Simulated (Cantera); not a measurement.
Cantera with NASA thermochemical tables; ideal gases at 1 bar, condensed phases pure. Values are per mole of reaction as written; species without (g) are pure solids or liquids, kept so even where they would boil at 1 bar.

2 Cl(g) + Sr = SrCl2, with ΔH° = -1071.5 kJ and ΔS° = -270.5 J/K at 300 K.

Question: How far is the shortcut ΔG° ≈ ΔH°(300 K) − T·ΔS°(300 K) from the full temperature-dependent value at 425, 525, 625, 725, 825, 925, 1025, 1125, 1225 K?

Answer: 
```tsv
T (K)	shortcut (kJ)	full (kJ)	difference (kJ)	difference in log10 K	condensed phases
425	-956.5	-956.6	0.1	-0.02	Sr(s), SrCl2(s)
525	-929.4	-929.8	0.4	-0.04	Sr(s), SrCl2(s)
625	-902.4	-903.2	0.8	-0.07	Sr(s), SrCl2(s)
725	-875.3	-876.7	1.4	-0.10	Sr(s), SrCl2(s)
825	-848.3	-850.4	2.1	-0.13	Sr(s), SrCl2(s)
925	-821.2	-824.2	2.9	-0.17	Sr(s), SrCl2(s)
1025	-794.2	-798.4	4.2	-0.21	Sr(s), SrCl2(s)
1125	-767.1	-772.8	5.6	-0.26	Sr(l), SrCl2(s)
1225	-740.1	-748.5	8.4	-0.36	Sr(l), SrCl2(l)
```
The shortcut ignores heat capacities and the phase changes listed.
